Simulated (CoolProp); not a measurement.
Vapour pressure (bar) of CF4 (R14): the reference equation beside estimates from Tc = 227.4 K, pc = 37.62 bar, ω = 0.178.

Computed with CoolProp (reference Helmholtz-energy equation of state, Platzer 1990). This equation is an older, rougher fit; its heat capacities, sound speeds and derivatives of the liquid may be far off and weren't checked against measurements.

```csv
T (K),reference,van der Waals,Redlich-Kwong,Soave-Redlich-Kwong,Peng-Robinson
128.4,0.2625,2.281,0.3953,0.2592,0.2684
130.8,0.3265,(withheld),0.4876,0.3230,0.3330
133.1,0.3991,2.829,0.5911,0.3956,0.4062
135.4,0.4841,3.127,0.7107,0.4807,0.4917
137.8,0.5876,3.461,0.8545,0.5844,0.5957
140.1,0.7024,3.802,1.012,0.6997,0.7110
142.5,0.8404,4.182,1.199,(withheld),0.8494
144.8,0.9917,4.569,1.401,0.9910,1.001
147.2,1.171,4.998,(withheld),1.172,(withheld)
149.5,1.366,5.434,1.893,1.369,1.377
151.9,1.596,5.915,2.188,1.601,(withheld)
154.2,(withheld),6.401,2.501,1.851,1.853
156.6,2.129,6.936,2.862,2.143,2.141
```

### Question
What belongs in the gaps?

### Answer

- 130.8, van der Waals: 2.551
- 142.5, Soave-Redlich-Kwong: 0.8385
- 147.2, Redlich-Kwong: 1.639
- 147.2, Peng-Robinson: 1.181
- 151.9, Peng-Robinson: 1.606
- 154.2, reference: 1.842

Absolute difference from the reference over all 13 rows, mean and median: van der Waals 435.6 and 397.6 %, Redlich-Kwong 42.6 and 42.7 %, Soave-Redlich-Kwong 0.5 and 0.5 %, Peng-Robinson 1.2 and 1.1 %.
